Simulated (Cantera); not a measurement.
Charge: 1 mol Fe(CO)₅, 1.2 mol H₂, held at 10000 Pa.

These are equilibrium values from Cantera (NASA tables, ideal gas, pure condensed phases), not measurements of a reactor. Candidate condensed phases: C, C₆H₆, C₇H₈, C₈H₁₈, Fe, Fe(CO)₅, FeO, Fe(OH)₂, Fe(OH)₃, Fe₂O₃, Fe₃O₄, H₂O; 114 gas species. Condensed phases not in the tables: cementite and carbon dissolved in iron. Kinetics and transport are ignored. All values below are at 1048 K.

Base state: CO 0.790, H₂ 0.194, CO₂ 0.0138, H₂O 0.00286, CH₄ 0.000219 (mole fractions); condensed: C(graphite) + Fe(α).

Q: What changes in the equilibrium state with this change: Fe(CO)₅ replaced by Hg?

A: 
```
species             before  after
----------------  --------  -----
H₂                   0.194  0.545
Hg                       0  0.455
CO                   0.790      0
CO₂                 0.0138      0
H₂O                0.00286      0
CH₄               0.000219      0
C(graphite), mol     0.100      0
Fe(α), mol            1.00      0
```
Further candidate phases: Hg.

Q: What changes in the equilibrium state with this change: pressure from 10000 Pa to 133 Pa?

A: 
```tsv
species	before	after
CO	0.790	0.806
H₂	0.194	0.194
CO₂	0.0138	0.000192
H₂O	0.00286	3.89e-5
CH₄	0.000219	2.92e-6
C(graphite), mol	0.100	0.00141
Fe(α), mol	1.00	1.00
```

Q: What changes in the equilibrium state with this change: H₂ from 1.2 to 0.76 mol?

A: 
```csv
species,before,after
CO,0.790,0.850
H₂,0.194,0.132
CO₂,0.0138,0.0160
CH₄,0.000219,0.000102
H₂O,0.00286,0.00210
"C(graphite), mol",0.100,0.102
"Fe(α), mol",1.00,1.00
```
